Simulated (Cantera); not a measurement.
# Equilibrium for halide evaporation, hydrolysis and transport: KCl + HF + N2

Charge: 1 mol KCl, 0.24 mol HF, 250 mol N2, equilibrated at 1573 K.

Equilibrium computed with Cantera from the NASA thermochemical tables; the gas is ideal and each condensed phase is pure. Candidate condensed phases: K, KCl, KF, KHF2, NH4Cl; 33 gas species. The numbers say what is thermodynamically allowed, not how fast it happens.

From 0.100 Pa to 1.00 bar nothing is condensed. The main K-bearing gas is KCl throughout.

```tsv
P (Pa)	x N2	x KCl	x Cl	x K	x HF	x KF	x HCl	x H
0.100	0.994	0.00273	0.00117	0.00107	0.000786	0.000167	7.49e-5	8.43e-5
0.560	0.995	0.00333	0.000550	0.000496	0.000800	0.000155	0.000100	4.27e-5
3.20	0.995	0.00362	0.000245	0.000212	0.000807	0.000148	0.000115	1.92e-5
18	0.995	0.00375	0.000110	8.71e-5	0.000810	0.000145	0.000122	8.14e-6
100	0.995	0.00380	5.07e-5	3.44e-5	0.000813	0.000142	0.000126	3.27e-6
560	0.995	0.00383	2.44e-5	1.28e-5	0.000815	0.000141	0.000129	1.24e-6
3200	0.995	0.00384	1.23e-5	4.47e-6	0.000816	0.000139	0.000131	4.37e-7
18000	0.995	0.00384	6.49e-6	1.51e-6	0.000818	0.000138	0.000133	1.49e-7
100000	0.995	0.00381	3.53e-6	4.96e-7	0.000819	0.000136	0.000133	4.97e-8
```
x: gas mole fraction; nothing condenses.
